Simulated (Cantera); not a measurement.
Feed: 1 mol Ta(OEt)5, 0.12 mol O2, equilibrated at 1277 °C and 75.0 Torr.

Method: chemical equilibrium by Gibbs-energy minimisation in Cantera with the NASA 1993 tables (ideal gas, pure condensed phases). The feed counts by its element totals alone. TaC: taken at fixed stoichiometry. Condensed phases not in the tables: Ta2C. Kinetics and transport are ignored.

```
species             before    after
----------------  --------  -------
H2                   0.704    0.698
CO                   0.295    0.294
H                  8.36e-5  0.00760
CH4               0.000101  1.19e-8
H2O                2.52e-5  2.99e-9
C2H2 (acetylene)   1.13e-5  1.12e-5
C(graphite), mol      3.76     3.76
TaC(s), mol           1.00     1.00
```
Gas species are given as mole fractions.

### Question
Which change was made?
A. temperature from 1277 °C to 1850 °C
B. temperature from 1277 °C to 2452 °C
C. O2 from 0.12 to 4.2 mol
D. pressure from 75.0 Torr to 0.00900 Torr

### Answer
D, pressure from 75.0 Torr to 0.00900 Torr
